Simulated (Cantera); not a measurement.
Stirred combustor or abatement burner

A perfectly stirred reactor is fed with 5.20 % CH4, 0.572 % CO, 19.8 % O2, 74.4 % N2, equivalence ratio 0.54, at 1.00 bar; it is adiabatic with a 800 K inlet, and is followed from long to short residence time, starting on the burning branch (τ in s: 0.11, 0.04, 0.014, 0.005, 0.0018, 0.00063, 0.00022, 7.9e-05, 2.8e-05).

Cantera simulation using GRI-Mech 3.0 (53 species, 325 reactions); the numbers are that mechanism's predictions, not measurements.

```
τ (s)    T (K)     x CH4      x CO    x O2      x H2   x CO2
-------  -----  --------  --------  ------  --------  ------
0.11      1962   4.61e-6  0.000408  0.0911  0.000133  0.0575
0.040     1956   9.64e-6  0.000696  0.0911  0.000212  0.0571
0.014     1945   1.93e-5   0.00130  0.0912  0.000382  0.0565
0.0050    1925   3.74e-5   0.00244  0.0913  0.000696  0.0552
0.0018    1891   7.39e-5   0.00442  0.0918   0.00122  0.0531
0.00063   1838  0.000160   0.00789  0.0931   0.00202  0.0493
0.00022   1758  0.000408    0.0140  0.0964   0.00304  0.0425
7.9e-5    1637   0.00160    0.0260   0.106   0.00454  0.0287
2.8e-5     800    0.0520   0.00572   0.198    <1e-12  <1e-12
```
x: mole fraction; the columns are a selection and need not sum to one.
